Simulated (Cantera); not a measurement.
# Ammonia decomposition in nitride growth gas

An isothermal, constant-pressure homogeneous reactor starts with 18.5 % NH3, 81.5 % H2, at 1800 K and 750 Torr.

Model: the gas-phase N/H chemistry of the illustrative SiF4/NH3 mechanism in the Surface Chemkin manual (1991), integrated in Cantera. Walls and surfaces, which speed up NH3 decomposition in real reactors, are not modelled.

```csv
t (s),x NH3,x H2,x N2H2,x NH,x H
2.00e-6,0.185,0.815,<1e-12,5.02e-12,4.37e-7
1.26e-5,0.185,0.815,1.46e-11,2.63e-10,2.78e-6
7.96e-5,0.185,0.815,8.05e-10,1.09e-8,1.75e-5
0.000502,0.185,0.815,3.93e-8,3.74e-7,0.000103
0.00317,0.184,0.815,1.84e-7,1.37e-6,0.000198
0.0200,0.180,0.817,1.78e-7,1.36e-6,0.000200
0.126,0.156,0.831,1.44e-7,1.26e-6,0.000210
0.796,0.0769,0.877,4.82e-8,8.40e-7,0.000257
5.02,0.0123,0.914,2.01e-9,2.05e-7,0.000329
31.7,0.00162,0.921,3.81e-11,2.91e-8,0.000345
200,0.000245,0.921,<1e-12,4.43e-9,0.000346
```
x: mole fraction; the columns are a selection and need not sum to one.

Equilibrium at this temperature and pressure: NH3 7.16e-6, H2 0.922, N2H2 <1e-12, NH 1.29e-10, H 0.000346 (gas phase only).
